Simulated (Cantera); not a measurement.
Si3N4 + HCl + N2 (nitride etching)

Charge: 1 mol Si3N4, a varied amount of HCl, 0.38 mol N2, at 2100 K and 0.133 bar.

Equilibrium computed with Cantera from the NASA thermochemical tables; the gas is ideal and each condensed phase is pure. Candidate condensed phases: NH4Cl, Si, Si3N4; 28 gas species. The tables' values for SiCl3, SiCl, SiN are old estimates; treat these amounts as uncertain. Gases not in the tables: Si2H6 and higher silanes. Equilibrium is a limit: real reactors are often held back by kinetics, nucleation or transport.

| n(HCl) (mol) | x HCl | x N2 | x H2 | x SiCl2 | x Cl | x SiCl3 | n Si(l) |
|---|---|---|---|---|---|---|---|
| 4.8 | 0.167 | 0.330 | 0.248 | 0.240 | 0.00210 | 0.00483 | 1.21 |
| 11 | 0.360 | 0.178 | 0.229 | 0.213 | 0.00472 | 0.00961 | 0 |
| 18 | 0.567 | 0.117 | 0.157 | 0.134 | 0.00899 | 0.0115 | 0 |
| 24 | 0.657 | 0.0902 | 0.125 | 0.101 | 0.0117 | 0.0113 | 0 |
| 30 | 0.713 | 0.0734 | 0.105 | 0.0803 | 0.0138 | 0.0106 | 0 |
| 37 | 0.756 | 0.0603 | 0.0890 | 0.0645 | 0.0159 | 0.00982 | 0 |
| 43 | 0.783 | 0.0522 | 0.0795 | 0.0550 | 0.0174 | 0.00917 | 0 |
| 50 | 0.805 | 0.0452 | 0.0711 | 0.0469 | 0.0190 | 0.00850 | 0 |
| 56 | 0.820 | 0.0405 | 0.0656 | 0.0415 | 0.0201 | 0.00798 | 0 |
x: gas mole fraction; n: condensed amount in mol.

At 4.8 mol HCl the condensed part is Si(l). From 11 mol HCl to 56 mol HCl nothing is condensed. The main Si-bearing gas is SiCl2 throughout.
